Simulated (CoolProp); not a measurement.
n-butane along the isobar 1.01 bar: fugacity coefficient from the reference equation and from simpler models built on Tc = 425.1 K, pc = 37.96 bar, ω = 0.201; each cubic takes its own stable root.

Model: reference Helmholtz-energy equation of state, Bücker 2006, in CoolProp.

```tsv
T (K)	phase	reference
142.3	liquid	2.506e-5
148.2	liquid	6.497e-5
154.2	liquid	0.0001574
160.2	liquid	0.0003538
166.2	liquid	0.0007446
172.1	liquid	0.001461
178.1	liquid	0.002753
184.1	liquid	0.004948
190.1	liquid	0.008523
196.1	liquid	0.01413
```

How far does each simpler model (van der Waals, Redlich-Kwong, Soave-Redlich-Kwong) lie from the reference over these 10 states: mean and median of the absolute difference, and the worst?


- van der Waals: mean 38842.9 %, median 17950.8 %, worst +153012.5 % at 142.3 K and 1.01 bar
- Redlich-Kwong: mean 74.9 %, median 80.7 %, worst +84.6 % at 184.1 K and 1.01 bar
- Soave-Redlich-Kwong: mean 5.4 %, median 5.4 %, worst -5.7 % at 166.2 K and 1.01 bar
